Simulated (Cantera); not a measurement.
# Equilibrium for silicon etching in halogen gases: Si + HCl + H2

Feed: 1 mol Si, 1.3 mol HCl, 1.2 mol H2, equilibrated at 1302 °C and 3.20e-5 bar.

Equilibrium computed with Cantera from the NASA thermochemical tables; the gas is ideal and each condensed phase is pure. Candidate condensed phases: Si; 19 gas species. The tables' values for SiCl, SiCl3 are old estimates; treat these amounts as uncertain. Rates play no part.

| Quantity | Value |
|---|---|
| x(H2) | 0.644 |
| x(HCl) | 0.178 |
| x(SiCl2) | 0.168 |
| x(H) | 0.00589 |
| x(Si) | 0.00179 |
| x(Cl) | 0.00130 |
| x(SiCl) | 0.000896 |
| x(SiCl3) | 0.000332 |
| x(SiH) | 1.95e-5 |
| n(Si(s)) | 0.571 mol |
| gas amount | 2.514 mol |
